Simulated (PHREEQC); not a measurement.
Dissolve 2.8 mmol/kgw MgCl2 and 0.32 mmol/kgw NaF at 25 °C. Closed to the air; pH follows from the charge balance.

Model: ion-association model, wateq4f.dat, run in PHREEQC.

| quantity | before | after |
|---|---|---|
| pH | 6.95 | 7.08 |
| ionic strength (mol/kgw) | 0.00865 | 0.000320 |

### Question
Name the change that produced these shifts.
A) MgCl2 from 0.0028 to 0.0014 mol/kgw
B) diluted 5-fold with water
C) MgCl2 from 0.0028 to 0.00252 mol/kgw
D) NaF replaced by NaHSO4 at the same molality
E) MgCl2 left out

### Answer
E, MgCl2 left out

This is a speciation only: nothing precipitates in the calculation.
